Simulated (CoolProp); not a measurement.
n-hexane at several states: density (kg/m³) from the reference equation and from simpler models built on Tc = 507.8 K, pc = 3.044 MPa, ω = 0.300; each cubic takes its own stable root.

Values from CoolProp's reference Helmholtz-energy equation of state, Thol 2019.

| T (K) | p (MPa) | phase | reference | van der Waals | Redlich-Kwong | Soave-Redlich-Kwong | Peng-Robinson |
|---|---|---|---|---|---|---|---|
| 255.4 | 0.051 | liquid | 692.6 | 2.121 | 603.8 | 619.8 | 697.0 |
| 190.7 | 3.55 | liquid | 749.4 | 437.5 | 648.7 | 657.2 | 736.1 |
| 532.7 | 0.0224 | gas | 0.4368 | 0.4367 | 0.4368 | 0.4368 | 0.4369 |
| 515.3 | 3.86 | supercritical | 334.1 | 238.0 | 273.5 | 265.8 | 291.1 |
| 449.8 | 0.585 | gas | 15.18 | 14.69 | 14.97 | 15.08 | 15.22 |

At some of these states van der Waals gives the other phase, because its saturation line lies elsewhere.
